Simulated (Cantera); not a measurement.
Feed: 1 mol Si₃H₈, 1.7 mol HCl, 210 mol H₂, at 1500 K and 10.0 mbar.

These are equilibrium values from Cantera (NASA tables, ideal gas, pure condensed phases), not measurements of a reactor. Candidate condensed phases: Si; 19 gas species. The feed counts by its element totals alone. Kinetics and transport are ignored.

Base state: H₂ 0.992, HCl 0.00751, SiCl₂ 0.000183, H 0.000175 (mole fractions); condensed: Si(s).

### Question
What changes in the equilibrium state with this change: Si₃H₈ replaced by Si₂Cl₆?

### Answer
```
species       before     after
----------  --------  --------
H₂             0.992     0.967
HCl          0.00751    0.0299
SiCl₂       0.000183   0.00296
SiCl₃        3.43e-7   2.24e-5
H           0.000175  0.000173
Si(s), mol      2.96      1.36
```
The tables' values for SiCl₃ are old estimates; treat these amounts as uncertain.
